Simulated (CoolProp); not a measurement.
Properties of tetradecamethylhexasiloxane (MD4M) along the isobar 11 bar.

Computed with CoolProp (reference Helmholtz-energy equation of state, Thol 2019).

```json
[
 {"T (K)": "310.2", "phase": "liquid", "cv (kJ/(kg K))": "1.473", "Joule-Thomson coefficient (K/MPa)": "-0.4339"},
 {"T (K)": "344.8", "phase": "liquid", "cv (kJ/(kg K))": "1.561", "Joule-Thomson coefficient (K/MPa)": "-0.3961"},
 {"T (K)": "379.4", "phase": "liquid", "cv (kJ/(kg K))": "1.641", "Joule-Thomson coefficient (K/MPa)": "-0.3550"},
 {"T (K)": "414", "phase": "liquid", "cv (kJ/(kg K))": "1.717", "Joule-Thomson coefficient (K/MPa)": "-0.3070"},
 {"T (K)": "448.6", "phase": "liquid", "cv (kJ/(kg K))": "1.790", "Joule-Thomson coefficient (K/MPa)": "-0.2478"},
 {"T (K)": "483.3", "phase": "liquid", "cv (kJ/(kg K))": "1.859", "Joule-Thomson coefficient (K/MPa)": "-0.1694"},
 {"T (K)": "517.9", "phase": "liquid", "cv (kJ/(kg K))": "1.927", "Joule-Thomson coefficient (K/MPa)": "-0.05779"},
 {"T (K)": "552.5", "phase": "liquid", "cv (kJ/(kg K))": "1.992", "Joule-Thomson coefficient (K/MPa)": "0.1200"},
 {"T (K)": "587.1", "phase": "liquid", "cv (kJ/(kg K))": "2.055", "Joule-Thomson coefficient (K/MPa)": "0.4558"}
]
```
